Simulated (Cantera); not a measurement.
Cantera run:

```python
import numpy as np
import cantera as ct

gas_names = """
    CL CL2 H HCL H2 N NH NH2 NH3 N2 N2H2 N2H4 Si SiCL SiCL2 SiCL3 SiCL4 SiH SiHCL3 SiH2 SiH2CL2 SiH3
    SiH3CL SiH4 SiN Si2 Si2N Si3
""".split()
cond_names = """
    NH4CL(a) NH4CL(b) Si(cr) Si(L) Si3N4(a)
""".split()


# ... load() reads the species with a 1 bar reference pressure and builds the phases ...
atoms = {
    'Si3H8': {'Si': 3, 'H': 8},
    'Cl2': {'CL': 2},
    'N2': {'N': 2},
    'HCl': {'H': 1, 'CL': 1},
}
top_T = {'Si3N4(a)': 2400}  # K; cautious upper limits of use, not melting points


# ... equilibrate(T, P, feed) seeds the gas with the atoms and calls Mixture.equilibrate('TP', solver="vcs", rtol=1e-11, max_steps=5000) ...
results = []
feed = {'Si3H8': 1, 'Cl2': 0.023, 'N2': 220, 'HCl': 0.69}  # mol
T = 825  # K
P = 66000  # Pa
mix = equilibrate(T, P, feed)
results.append((T, P, feed, dict(zip(mix.species_names, mix.species_moles))))
print(gas.report(threshold=1e-05))
for i in range(1, mix.n_phases):
    print(f"{mix.phase(i).name:16s} {mix.phase_moles(i):12.5e} mol")
```

Output:

```
       temperature   825 K
          pressure   66000 Pa
           density   0.26535 kg/m^3
  mean mol. weight   27.578 kg/kmol
   phase of matter   gas

                          1 kg             1 kmol
                     ---------------   ---------------
          enthalpy        5.6276e+05         1.552e+07  J
   internal energy        3.1403e+05        8.6601e+06  J
           entropy              8168        2.2526e+05  J/K
    Gibbs function       -6.1759e+06       -1.7032e+08  J
 heat capacity c_p            1144.8             31570  J/K
 heat capacity c_v            843.27             23256  J/K

                      mass frac. Y      mole frac. X     chem. pot. / RT
                     ---------------   ---------------   ---------------
               HCL         0.0043676         0.0033038           -43.401
                H2          0.001305          0.017852            -21.49
                N2           0.99432           0.97884           -24.828
     [  +25 minor]        3.7241e-06        3.8841e-06

Si(cr)            0.00000e+00 mol
Si3N4(a)          9.99982e-01 mol
```

Equilibrium computed with Cantera from the NASA thermochemical tables; the gas is ideal and each condensed phase is pure. The feed counts by its element totals alone. N2 is the only nitrogen source here; it is nearly inert below about 1500 K, so the nitride shown seldom forms there in practice.
